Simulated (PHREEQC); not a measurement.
Na2CO3 is added in steps, without added water, to 1 kg of water holding 0.0015 mol/kgw HNO3, at 25 °C. O2 is buffered at 0.21 atm. The system is closed to CO2. Only these solids could form: Nahcolite, Natron.

Base run: PHREEQC, ion-association model, wateq4f.dat. Each further column changes one thing. The table gives CO3-2 (mol/kgw).

```csv
Na2CO3 added (mol),base,database phreeqc.dat,all activity coefficients set to 1,Debye-Hückel limiting law,metal-ligand complexes left out
0,0,0,0,0,0
0.0002625,0,0,0,0,0
0.000525,6.93e-14,6.93e-14,5.39e-14,7.08e-14,6.93e-14
0.0007875,1.02e-9,1.02e-9,9.27e-10,1.03e-9,1.02e-9
0.00105,9.30e-8,9.30e-8,8.42e-8,9.38e-8,9.32e-8
0.001313,7.86e-7,7.86e-7,7.05e-7,7.95e-7,7.89e-7
0.001488,1.02e-5,1.02e-5,9.36e-6,1.03e-5,1.03e-5
0.00175,0.000214,0.000214,0.000208,0.000215,0.000224
0.002012,0.000436,0.000436,0.000423,0.000438,0.000458
0.002275,0.000658,0.000657,0.000636,0.000660,0.000695
0.002537,0.000878,0.000877,0.000847,0.000882,0.000932
0.0028,0.00110,0.00110,0.00105,0.00110,0.00117
```

 phreeqc.dat and wateq4f.dat share most of their constants, so their agreement is no independent check.
